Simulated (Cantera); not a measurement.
Charge: 1 mol Si2Cl6, a varied amount of H2, at 1723 K and 43.0 mbar.

Cantera equilibrium calculation (NASA polynomials, part measured and part estimated; ideal gas, pure solids and liquids). Candidate condensed phases: Si; 19 gas species. The feed counts by its element totals alone. Gases not in the tables: Si2H6 and higher silanes. Rates play no part.

Task: Which condensed phases are stable at each of these points (n(H2) (mol)): 3.5, 6.6, 13, 24, 45, 86, 160, 310?

Result: 
```json
[
 {"n(H2) (mol)": "3.5", "condensed phases": "gas only", "Si condensed (%)": "0.0"},
 {"n(H2) (mol)": "6.6", "condensed phases": "gas only", "Si condensed (%)": "0.0"},
 {"n(H2) (mol)": "13", "condensed phases": "Si(l)", "Si condensed (%)": "11.7"},
 {"n(H2) (mol)": "24", "condensed phases": "Si(l)", "Si condensed (%)": "26.9"},
 {"n(H2) (mol)": "45", "condensed phases": "Si(l)", "Si condensed (%)": "43.4"},
 {"n(H2) (mol)": "86", "condensed phases": "Si(l)", "Si condensed (%)": "59.6"},
 {"n(H2) (mol)": "160", "condensed phases": "Si(l)", "Si condensed (%)": "72.7"},
 {"n(H2) (mol)": "310", "condensed phases": "Si(l)", "Si condensed (%)": "82.9"}
]
```

From 3.5 mol H2 to 6.6 mol H2 nothing is condensed. From 13 mol H2 to 310 mol H2 the condensed part is Si(l).
